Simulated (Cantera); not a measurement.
Feed: 1 mol PbO, 0.1 mol CO, 15 mol N₂, 0.062 mol O₂, held at 0.000780 bar.

Method: chemical equilibrium by Gibbs-energy minimisation in Cantera with the NASA 1993 tables (ideal gas, pure condensed phases). Candidate condensed phases: C, Pb, PbO, PbO₂, Pb₃O₄; 27 gas species. Kinetics and transport are ignored.

Task: Which condensed phases are stable at each of these points (T (°C)): 700, 725, 750, 775, 800, 825, 850, 875, 900, 925, 950, 975, 1000, 1025?

Result: 
```csv
T (°C),condensed phases,Pb condensed (%)
700,PbO(yellow),99.8
725,PbO(yellow),99.4
750,PbO(yellow),98.7
775,PbO(yellow),97.1
800,PbO(yellow),93.8
825,PbO(yellow),87.1
850,PbO(yellow),74.3
875,PbO(yellow),50.1
900,PbO(l),7.9
925,gas only,0.0
950,gas only,0.0
975,gas only,0.0
1000,gas only,0.0
1025,gas only,0.0
```

From 700 °C to 875 °C the condensed part is PbO(yellow). At 900 °C the condensed part is PbO(l). From 925 °C to 1025 °C nothing is condensed.
